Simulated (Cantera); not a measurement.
Feed: 1 mol CF₄, at 6.20 Pa.

Method: chemical equilibrium by Gibbs-energy minimisation in Cantera with the NASA 1993 tables (ideal gas, pure condensed phases). Candidate condensed phases: C; 13 gas species. Equilibrium is a limit: real reactors are often held back by kinetics, nucleation or transport.

x: gas mole fraction; n: condensed amount in mol.

```
T (K)    x F       x C     x CF₂      x C₃     x CF      x C₂   x CF₄  n C(graphite)
-----  -----  --------  --------  --------  -------  --------  ------  -------------
2125   0.875   6.19e-6     0.116   8.07e-6  0.00725   6.96e-7       …          0.554
2225   0.935   3.82e-5    0.0531   6.43e-5   0.0117   5.64e-6       …          0.752
2325   0.958  0.000202    0.0241  0.000426   0.0175   3.80e-5       …          0.831
2425   0.961  0.000927    0.0112   0.00240   0.0247  0.000218       …          0.823
2525   0.945   0.00377   0.00529    0.0118   0.0333   0.00109       …          0.676
2625   0.886    0.0138   0.00240    0.0509   0.0417   0.00481       …         0.0486
2725   0.879    0.0289  0.000808    0.0496   0.0341   0.00756       …              0
2825   0.868    0.0542  0.000274    0.0406   0.0265    0.0103       …              0
2925   0.850    0.0911   9.16e-5    0.0276   0.0194    0.0119  <1e-12              0
3025   0.829     0.133   2.93e-5    0.0140   0.0130    0.0111  <1e-12              0
3125   0.813     0.166   8.91e-6   0.00497  0.00784   0.00795  <1e-12              0
3225   0.805     0.184   2.67e-6   0.00137  0.00442   0.00470  <1e-12              0
3325   0.802     0.192   8.21e-7  0.000346  0.00246   0.00258  <1e-12              0
```

Problem. Some entries are withheld; supply them.

Solution. 
- 2125, x CF₄: 0.000966
- 2225, x CF₄: 4.99e-5
- 2325, x CF₄: 2.88e-6
- 2425, x CF₄: 1.94e-7
- 2525, x CF₄: 1.50e-8
- 2625, x CF₄: 1.16e-9
- 2725, x CF₄: 8.38e-11
- 2825, x CF₄: 6.75e-12
